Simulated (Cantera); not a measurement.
A closed system holds: 1 mol Si, 0.29 mol N2O, 30 mol H2, held at 4.60 bar.

Cantera equilibrium calculation (NASA polynomials, part measured and part estimated; ideal gas, pure solids and liquids). Candidate condensed phases: H2O, Si, SiO2, Si2N2O, Si3N4; 35 gas species. Mutual solubility and eutectic melting of coexisting phases are not modelled. Rates play no part. All values below are at 825 °C.

Base state: H2 1.000 (mole fractions); condensed: Si(s) + Si2N2O(s).

Question: What changes in the equilibrium state with this change: Si replaced by SiC?

Answer: 
```json
[
 {"species": "H2", "before": "1.000", "after": "0.980"},
 {"species": "CH4", "before": "0", "after": "0.0197"},
 {"species": "Si(s), mol", "before": "0.420", "after": "0"},
 {"species": "Si2N2O(s), mol", "before": "0.290", "after": "0.290"},
 {"species": "SiC(s), mol", "before": "0", "after": "0.420"}
]
```
Further candidate phases: C, C6H6, C7H8, C8H18, SiC.
